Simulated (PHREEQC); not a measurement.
Solution (25 °C): 0.01 mol NH4HF2, 0.0003 mol H2SiF6 and 3.4e-05 mol H2SO4 per kg of water. Closed to the air; pH follows from the charge balance.

All values are PHREEQC results (ion-association model, wateq4f.dat), not measurements.

```json
[
 {"quantity": "pH", "before": "3.16", "after": "3.32"},
 {"quantity": "ionic strength (mol/kgw)", "before": "0.0111", "after": "0.00257"},
 {"quantity": "F- (mol/kgw)", "before": "0.00976", "after": "0.00237"},
 {"quantity": "HF (mol/kgw)", "before": "0.00912", "after": "0.00161"},
 {"quantity": "HF2- (mol/kgw)", "before": "0.000342", "after": "1.47e-5"},
 {"quantity": "H2F2 (mol/kgw)", "before": "0.000217", "after": "6.80e-6"}
]
```

Task: What was changed between the two runs?
A) 0.00076 mol/kgw Ca(OH)2 added
B) NH4HF2 from 0.01 to 0.011 mol/kgw
C) NH4HF2 from 0.01 to 0.015 mol/kgw
D) H2SiF6 left out
E) diluted 5-fold with water

Result: E, diluted 5-fold with water

No solid was allowed to form. SiF6-2 is the database's only silicon fluoride.
